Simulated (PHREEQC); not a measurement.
Dissolve 0.016 mol/kgw H2S, 0.00031 mol/kgw HCl, 0.12 mol/kgw ZnCl2 and 0.0096 mol/kgw KCl at 25 °C. Closed to the air; pH follows from the charge balance.

Equilibrium calculation in PHREEQC: ion-association model, wateq4f.dat.

No solid was allowed to form.

Problem. Order these Zn species by the share of Zn that they hold, largest first: Zn+2, Zn(HS)2, ZnCl2, ZnCl+, ZnCl3-.

Solution. Zn+2 (79 %), ZnCl+ (14 %), Zn(HS)2 (6.0 %), ZnCl2 (1.4 %), ZnCl3- (0.38 %)

The pH is 1.94 and the ionic strength 0.324 mol/kgw. Saturation is exceeded, for instance for ZnS(a), Sphalerite (slow to form); the values hold only as long as no solid forms. The polysulfide entries of wateq4f.dat were taken out for this run.
